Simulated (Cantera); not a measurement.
Input (Python, Cantera) and output of one run.

```python
import numpy as np
import cantera as ct

gas_names = """
    C CH CH2 CH3 CH2OH CH3O CH4 CH3OH CO CO2 COOH C2 C2H CHCO,ketyl C2H2,acetylene C2H2,vinylidene
    CH2CO,ketene C2H3,vinyl CH3CO,acetyl C2H4 C2H4O,ethylen CH3CHO,ethanal CH3COOH (HCOOH)2 C2H5 C2H6
    CH3OCH3 C2H5OH C2O C3 C3H3,propargyl C3H4,allene C3H4,propyne C3H4,cyclo- C3H5,allyl C3H6,propylene
    C3H6,cyclo- C3H6O C3H7,n-propyl C3H7,i-propyl C3H8 C3H8O,1propanol C3H8O,2propanol C3O2 C4 C4H2
    C4H4,1,3-cyclo- C4H6,butadiene C4H6,2-butyne C4H6,cyclo- C4H8,1-butene C4H8,cis2-buten
    C4H8,tr2-butene C4H8,isobutene C4H8,cyclo- (CH3COOH)2 C4H9,n-butyl C4H9,i-butyl C4H9,s-butyl
    C4H9,t-butyl C4H10,isobutane C4H10,n-butane C5 C5H6,1,3cyclo- C5H8,cyclo- C5H10,1-pentene
    C5H10,cyclo- C5H11,pentyl C5H11,t-pentyl C5H12,n-pentane C5H12,i-pentane CH3C(CH3)2CH3 C6H2
    C6H5,phenyl C6H5O,phenoxy C6H6 C6H5OH,phenol C6H10,cyclo- C6H12,1-hexene C6H12,cyclo- C6H13,n-hexyl
    C7H7,benzyl C7H8 C7H8O,cresol C7H14,1-heptene C7H15,n-heptyl C7H16,n-heptane C8H8,styrene
    C8H10,ethylbenz C8H16,1-octene C8H17,n-octyl C8H18,isooctane C8H18,n-octane C9H19,n-nonyl
    C10H8,naphthale C10H21,n-decyl C12H9,o-bipheny C12H10,bipheny H HCO HO2 H2 HCHO,formaldehy HCOOH H2O
    H2O2 O OH O2 O3
""".split()
cond_names = """
    C(gr) C6H6(L) C7H8(L) C8H18(L),n-octa H2O(s) H2O(L)
""".split()


def load(file, names, dense=False):
    # The tables refer to 1 bar. Condensed volumes are neglected.
    table = {s.name: s for s in ct.Species.list_from_file(file)}
    out = []
    for n in names:
        d = dict(table[n].input_data)
        d["thermo"] = dict(d["thermo"], **{"reference-pressure": 1e5})
        if dense:
            d["equation-of-state"] = {"model": "constant-volume", "density": "1e6 g/cm^3"}
        out.append(ct.Species.from_dict(d))
    return out


gas = ct.Solution(thermo="ideal-gas", species=load("nasa_gas.yaml", gas_names))
cond = {s.name: ct.Solution(thermo="fixed-stoichiometry", species=[s], name=s.name)
        for s in load("nasa_condensed.yaml", cond_names, dense=True)}
atoms = {
    'toluene': {'C': 7, 'H': 8},
    'O2': {'O': 2},
    'H2O': {'H': 2, 'O': 1},
}
top_T = {'C(gr)': 4500}  # K; cautious upper limits of use, not melting points


def equilibrate(T, P, feed):
    n = {}
    for name, mol in feed.items():
        for a, k in atoms[name].items():
            n[a] = n.get(a, 0.0) + k * mol
    gas.TPX = T, P, n
    mass = sum(n.values()) * gas.mean_molecular_weight
    gas.equilibrate("TP")
    valid = [c for c in cond.values() if c.min_temp <= T <= top_T.get(c.name, c.max_temp)]
    mix = ct.Mixture([(gas, mass / gas.mean_molecular_weight)] + [(c, 0.0) for c in valid])
    mix.T, mix.P = T, P
    mix.equilibrate("TP", solver="vcs", rtol=1e-11, max_steps=5000)
    return mix


results = []
feed = {'toluene': 1, 'O2': 1.1, 'H2O': 0.052}  # mol
T = 2673  # K
P = 100000  # Pa
mix = equilibrate(T, P, feed)
results.append((T, P, feed, dict(zip(mix.species_names, mix.species_moles))))
x = sorted(zip(gas.X, gas.species_names), reverse=True)
print(f"T = {T:g} K  P = {P:g} Pa  gas = {mix.phase_moles(0):.4g} mol")
print("   x: " + "  ".join(f"{s} {v:.3e}" for v, s in x if v > 0.0001))
print("   condensed (mol): " + ("  ".join(f"{mix.phase(i).name} {mix.phase_moles(i):.4g}"
      for i in range(1, mix.n_phases) if mix.phase_moles(i) > 1e-12) or "none"))
```

Result:

```
T = 2673 K  P = 100000 Pa  gas = 6.431 mol
   x: H2 5.971e-01  CO 3.502e-01  H 3.961e-02  C2H2,acetylene 1.276e-02  C4H2 1.132e-04
   condensed (mol): C(gr) 4.579
```

These are equilibrium values from Cantera (NASA tables, ideal gas, pure condensed phases), not measurements of a reactor.
